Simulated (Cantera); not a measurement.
A closed system holds: 1 mol B2O3, 25 mol N2, at 2198 K and 59.3 Torr.

Equilibrium computed with Cantera from the NASA thermochemical tables; the gas is ideal and each condensed phase is pure. Candidate condensed phases: B, BN, B2O3; 17 gas species. The numbers say what is thermodynamically allowed, not how fast it happens.

**Question.** What is the equilibrium state?

**Answer.** 
- x(N2) = 0.960
- x(B2O3) = 0.0368
- x(BO) = 0.00153
- x(BO2) = 0.00144
- x(NO) = 8.61e-5
- x(B2O2) = 8.37e-5
- x(O) = 2.70e-5
- x(O2) = 8.08e-6
- gas amount = 26.04 mol
- log10 activity of B(s) (absent) = -5.49
